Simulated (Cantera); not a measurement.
Feed: 1 mol Si3N4, 0.072 mol CO2, 26 mol N2, held at 2.00 Pa.

Equilibrium computed with Cantera from the NASA thermochemical tables; the gas is ideal and each condensed phase is pure. Candidate condensed phases: C, Si, SiC, SiO2, Si2N2O, Si3N4; 34 gas species. Mutual solubility and eutectic melting of coexisting phases are not modelled. Rates play no part.

At 1350 K, list the 3 most abundant gas species with their mole fractions, and the condensed phases.

N2 1.000, SiO 0.000332, CO 0.000125. Condensed: SiC(s) + Si2N2O(s) + Si3N4(s).
